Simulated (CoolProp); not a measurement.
A single-stage vapour-compression cycle with isobutene: evaporating at 263.15 K (dew point), condensing at 299.15 K (bubble point), superheat 0 K, subcooling 8 K, compressor efficiency 0.7, no pressure losses. Each further row changes one setting.

Values from CoolProp's reference Helmholtz-energy equation of state, Lemmon 2005. It is a short technical equation, of lower accuracy than the large ones.

```
case                              cooling COP  pressure ratio  discharge temperature (K)  refrigerating effect (kJ/kg)  volumetric capacity (kJ/m³)
--------------------------------  -----------  --------------  -------------------------  ----------------------------  ---------------------------
as stated                                4.72            3.49                      312.8                           331                          794
evaporating temperature 268.15 K         5.69            2.87                      310.3                           337                          973
condensing temperature 294.15 K          5.60            3.00                      306.6                           342                          822
subcooling 13 K                          4.89            3.49                      312.8                           342                          822
superheat 10 K                           4.73            3.49                      323.1                           346                          796
compressor efficiency 0.6                4.05            3.49                      319.3                           331                          794
```
